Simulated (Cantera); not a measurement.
Charge: 1 mol SiCl4, 27 mol N2, held at 300 Pa.

Cantera equilibrium calculation (NASA polynomials, part measured and part estimated; ideal gas, pure solids and liquids). Candidate condensed phases: Si, Si3N4; 13 gas species. The tables' values for SiCl3 are old estimates; treat these amounts as uncertain. Rates play no part. All values below are at 1148 K.

Base state: N2 0.964, SiCl4 0.0357, SiCl3 3.71e-5, Cl 3.69e-5 (mole fractions); condensed: gas only.

### Question
What changes in the equilibrium state with this change: SiCl4 replaced by SiH2Cl2?

### Answer
```csv
species,before,after
N2,0.964,0.933
HCl,0,0.0546
H2,0,0.00802
SiCl4,0.0357,0.00379
SiHCl3,0,1.11e-5
SiCl2,4.27e-7,0.000125
Cl,3.69e-5,7.03e-7
"Si3N4(s), mol",0,0.294
```
N2 is the only nitrogen source here; it is nearly inert below about 1500 K, so the nitride shown seldom forms there in practice. Further candidate phases: NH4Cl.
